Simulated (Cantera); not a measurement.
Charge: 1 mol SiH₂Cl₂, 12 mol N₂, at 7.50 Torr.

Cantera equilibrium calculation (NASA polynomials, part measured and part estimated; ideal gas, pure solids and liquids). Candidate condensed phases: NH₄Cl, Si, Si₃N₄; 28 gas species. N₂ is the only nitrogen source here; it is nearly inert below about 1500 K, so the nitride shown seldom forms there in practice. The tables' values for SiCl₃ are old estimates; treat these amounts as uncertain. The numbers say what is thermodynamically allowed, not how fast it happens. All values below are at 950 °C.

Base state: N₂ 0.860, HCl 0.107, H₂ 0.0216, SiCl₄ 0.00996, SiCl₃ 0.000758, SiCl₂ 0.000459, SiHCl₃ 6.19e-5 (mole fractions); condensed: Si₃N₄(s).

What changes in the equilibrium state with this change: SiH₂Cl₂ replaced by Si₃H₈?


| species | before | after |
|---|---|---|
| N₂ | 0.860 | 0.714 |
| H₂ | 0.0216 | 0.286 |
| HCl | 0.107 | 0 |
| SiCl₄ | 0.00996 | 0 |
| SiCl₃ | 0.000758 | 0 |
| SiCl₂ | 0.000459 | 0 |
| SiHCl₃ | 6.19e-5 | 0 |
| Si₃N₄(s), mol | 0.284 | 1.00 |
The feed counts by its element totals alone.
